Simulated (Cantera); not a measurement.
Source: NASA polynomial tables (part measured, part estimated), evaluated in Cantera. Values are per mole of reaction as written; species without (g) are pure solids or liquids, kept so even where they would boil at 1 bar.

Question: Between 300 and 1350 K, where is each reaction favourable under standard conditions?
- N2(g) + 2 SrO ⇌ 2 Sr + 2 NO(g)

Answer: 
- N2(g) + 2 SrO ⇌ 2 Sr + 2 NO(g): ΔG° is 1298 kJ at 300 K and 1063 kJ at 1350 K; it stays positive (K < 1). ΔH° is 1373 kJ and ΔS° 230 J/K at 1350 K.
